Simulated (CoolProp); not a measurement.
Properties of dry air along the isobar 1.01 bar.

Computed with CoolProp (reference Helmholtz-energy equation of state, Lemmon 2000). It is a pseudo-pure fit of the blend.

| T (K) | phase | density (kg/m³) | Joule-Thomson coefficient (K/MPa) | conductivity (mW/(m K)) |
|---|---|---|---|---|
| 71.2 | liquid | 909.6 | -0.3798 | 153 |
| 104.6 | gas | 3.427 | 15.90 | 9.91 |
| 138 | gas | 2.570 | 9.384 | 13.1 |
| 171.4 | gas | 2.061 | 6.376 | 16.1 |
| 204.8 | gas | 1.722 | 4.655 | 18.9 |
| 238.2 | gas | 1.479 | 3.539 | 21.6 |
| 271.6 | gas | 1.296 | 2.755 | 24.2 |
| 305 | gas | 1.154 | 2.174 | 26.8 |

Thermal conductivity comes from a separate model (Lemmon 2004).
